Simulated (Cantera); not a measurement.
Input (Python, Cantera):

```python
import numpy as np
import cantera as ct

gas = ct.Solution("gri30.yaml", transport_model="mixture-averaged")
show = ['H2O', 'NH3', 'NO']

rows = []
print(f"{'T/K':>7s}{'rho':>11s}{'cp':>10s}{'mu':>11s}{'lambda':>11s}{'Pr':>7s}" + "".join(f"{'D_' + s:>11s}" for s in show))
for T in [400, 500, 600, 700, 800, 900, 1000, 1100, 1200]:
    gas.TPX = T, 1000000, {'N2O': 0.13}
    Pr = gas.cp_mass * gas.viscosity / gas.thermal_conductivity
    D = [gas.mix_diff_coeffs_mole[gas.species_index(s)] for s in show]
    rows.append([gas.density, gas.cp_mass, gas.viscosity, gas.thermal_conductivity, Pr, *D])
    print(f"{T:7g}{gas.density:11.4e}{gas.cp_mass:10.1f}{gas.viscosity:11.4e}"
          f"{gas.thermal_conductivity:11.4e}{Pr:7.3f}" + "".join(f"{d:11.4e}" for d in D))
print("SI units: kg/m3, J/kg/K, Pa s, W/m/K, m2/s")
```

Output:

```
    T/K        rho        cp         mu     lambda     Pr      D_H2O      D_NH3       D_NO
    400 1.3234e+01     970.3 1.9459e-05 2.5465e-02  0.741 2.9593e-06 2.8579e-06 2.6168e-06
    500 1.0587e+01    1042.5 2.3570e-05 3.3205e-02  0.740 4.5737e-06 4.3985e-06 3.8842e-06
    600 8.8226e+00    1101.3 2.7324e-05 4.0717e-02  0.739 6.4756e-06 6.2054e-06 5.3349e-06
    700 7.5622e+00    1150.2 3.0799e-05 4.7945e-02  0.739 8.6401e-06 8.2555e-06 6.9557e-06
    800 6.6169e+00    1191.6 3.4048e-05 5.4884e-02  0.739 1.1047e-05 1.0531e-05 8.7365e-06
    900 5.8817e+00    1226.6 3.7113e-05 6.1547e-02  0.740 1.3682e-05 1.3017e-05 1.0669e-05
   1000 5.2935e+00    1254.7 4.0022e-05 6.7953e-02  0.739 1.6530e-05 1.5702e-05 1.2747e-05
   1100 4.8123e+00    1275.5 4.2800e-05 7.4122e-02  0.736 1.9582e-05 1.8576e-05 1.4965e-05
   1200 4.4113e+00    1294.3 4.5464e-05 8.0076e-02  0.735 2.2828e-05 2.1631e-05 1.7317e-05
SI units: kg/m3, J/kg/K, Pa s, W/m/K, m2/s
```

Computed with Cantera and GRI-Mech 3.0 (53 species, 325 reactions). The composition is frozen, though it would react at the higher temperatures.
